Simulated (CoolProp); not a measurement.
Values from CoolProp's reference Helmholtz-energy equation of state, Thol 2018.

**Question.** For hydrogen chloride, give the phase and the cp (kJ/(kg K)), speed of sound (m/s), Joule-Thomson coefficient (K/MPa) at 386.35 °C and 0.405 bar; 90.55 °C and 23.6 bar.

**Answer.** 
- 386.35 °C and 0.405 bar: gas; cp 0.818, speed of sound 457, Joule-Thomson coefficient 3.42
- 90.55 °C and 23.6 bar: gas; cp 0.928, speed of sound 327, Joule-Thomson coefficient 9.71
